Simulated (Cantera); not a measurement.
Ammonia decomposition in nitride growth gas

An isothermal, constant-pressure homogeneous reactor starts with NH3 : H2 = 1 : 2.1 (molar parts), at 2198 K and 100000 Pa.

Cantera simulation using the gas-phase N/H chemistry of the illustrative SiF4/NH3 mechanism in the Surface Chemkin manual (1991); the numbers are that mechanism's predictions, not measurements. Walls and surfaces, which speed up NH3 decomposition in real reactors, are not modelled.

| t (s) | x NH3 | x H2 | x N2H4 | x H | x NH | x N |
|---|---|---|---|---|---|---|
| 0.000100 | 0.318 | 0.679 | 1.92e-7 | 0.000926 | 4.17e-5 | 3.12e-6 |
| 0.000203 | 0.312 | 0.683 | 1.91e-7 | 0.000947 | 4.24e-5 | 3.23e-6 |
| 0.000412 | 0.300 | 0.690 | 1.81e-7 | 0.000970 | 4.19e-5 | 3.25e-6 |
| 0.000835 | 0.277 | 0.704 | 1.63e-7 | 0.00101 | 4.10e-5 | 3.27e-6 |
| 0.00169 | 0.237 | 0.729 | 1.32e-7 | 0.00110 | 3.92e-5 | 3.31e-6 |
| 0.00344 | 0.176 | 0.767 | 8.84e-8 | 0.00128 | 3.57e-5 | 3.37e-6 |
| 0.00697 | 0.100 | 0.814 | 4.11e-8 | 0.00162 | 2.97e-5 | 3.43e-6 |
| 0.0141 | 0.0350 | 0.854 | 9.82e-9 | 0.00239 | 2.07e-5 | 3.40e-6 |
| 0.0287 | 0.00506 | 0.871 | 6.19e-10 | 0.00422 | 9.16e-6 | 2.64e-6 |
| 0.0582 | 0.000754 | 0.873 | 2.06e-11 | 0.00518 | 2.06e-6 | 7.27e-7 |
| 0.118 | 0.000248 | 0.873 | 2.27e-12 | 0.00523 | 6.89e-7 | 2.46e-7 |
| 0.240 | 0.000104 | 0.873 | <1e-12 | 0.00524 | 2.91e-7 | 1.04e-7 |
| 0.486 | 4.81e-5 | 0.873 | <1e-12 | 0.00524 | 1.34e-7 | 4.79e-8 |
| 0.986 | 2.31e-5 | 0.873 | <1e-12 | 0.00524 | 6.44e-8 | 2.30e-8 |
| 2.00 | 1.16e-5 | 0.873 | <1e-12 | 0.00524 | 3.24e-8 | 1.16e-8 |
x: mole fraction; the columns are a selection and need not sum to one.

Equilibrium at this temperature and pressure: NH3 4.24e-6, H2 0.873, N2H4 <1e-12, H 0.00524, NH 1.18e-8, N 4.22e-9 (gas phase only).
